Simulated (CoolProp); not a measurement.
Vapour-liquid equilibrium of isobutene (1) + acetone (2) at 386.1 K; x and y are mole fractions of (1).

Computed with CoolProp (multi-fluid Helmholtz-energy mixture model, Lemmon 2005 and Lemmon 2006; pair parameters Bell 2016).

```
x     bubble pressure (MPa)  y at the bubble point  dew pressure at overall composition x (MPa)  liquid density (mol/L)
----  ---------------------  ---------------------  -------------------------------------------  ----------------------
0.05                 0.6679                  0.239                                       0.5396                   11.44
0.15                 0.9529                  0.485                                       0.6011                   11.04
0.25                  1.198                  0.609                                       0.6771                   10.64
0.35                  1.405                  0.684                                       0.7733                   10.24
0.45                  1.579                  0.737                                       0.8990                   9.842
0.55                  1.731                  0.780                                        1.069                   9.446
0.65                  1.870                  0.820                                        1.305                   9.058
0.75                  2.003                  0.861                                        1.623                   8.684
0.85                  2.136                  0.908                                        1.969                   8.333
0.95                  2.266                  0.966                                        2.234                   8.021
```

No azeotrope shows between x = 0.05 and 0.95.

The pair parameters rest on a limited set of measurements; away from them the model extrapolates.
